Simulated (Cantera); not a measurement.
Input: 1 mol HgO, 0.056 mol O2, 2.9 mol N2.

Cantera equilibrium calculation (NASA polynomials, part measured and part estimated; ideal gas, pure solids and liquids). Candidate condensed phases: Hg, HgO; 10 gas species. Kinetics and transport are ignored.

Q: What condenses at these points (T in K, P in Pa): (1050, 180); (600, 3200); (1425, 180); (1350, 13000); (450, 42)?

A: 
```
T (K)  P in Pa  condensed phases  Hg condensed (%)
-----  -------  ----------------  ----------------
1050       180          gas only               0.0
600       3200          gas only               0.0
1425       180          gas only               0.0
1350     13000          gas only               0.0
450         42               HgO              77.5
```
